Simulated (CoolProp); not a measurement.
Dimethyl carbonate at several states: fugacity coefficient from the reference equation and from simpler models built on Tc = 283.9 °C, pc = 4.909 MPa, ω = 0.346; each cubic takes its own stable root.

Model: reference Helmholtz-energy equation of state, Zhou 2011, in CoolProp.

```json
[
 {"T (°C)": "120.35", "p (MPa)": "0.224", "phase": "gas", "reference": "0.9522"},
 {"T (°C)": "144.25", "p (MPa)": "0.0369", "phase": "gas", "reference": "0.9935"},
 {"T (°C)": "285.05", "p (MPa)": "0.0422", "phase": "gas", "reference": "0.9971"},
 {"T (°C)": "74.25", "p (MPa)": "0.176", "phase": "liquid", "reference": "0.3326"},
 {"T (°C)": "279.25", "p (MPa)": "10.9", "phase": "liquid", "reference": "0.3457"},
 {"T (°C)": "91.95", "p (MPa)": "16.3", "phase": "liquid", "reference": "0.01043"}
]
```

**Question.** How far does each simpler model (van der Waals, Redlich-Kwong) lie from the reference over these 6 states: mean and median of the absolute difference, and the worst?

**Answer.** 
- van der Waals: mean 151.7 %, median 9.9 %, worst +699.2 % at 91.95 °C and 16.3 MPa
- Redlich-Kwong: mean 48.0 %, median 3.7 %, worst +145.6 % at 74.25 °C and 0.176 MPa

At some of these states van der Waals gives the other phase, because its saturation line lies elsewhere.
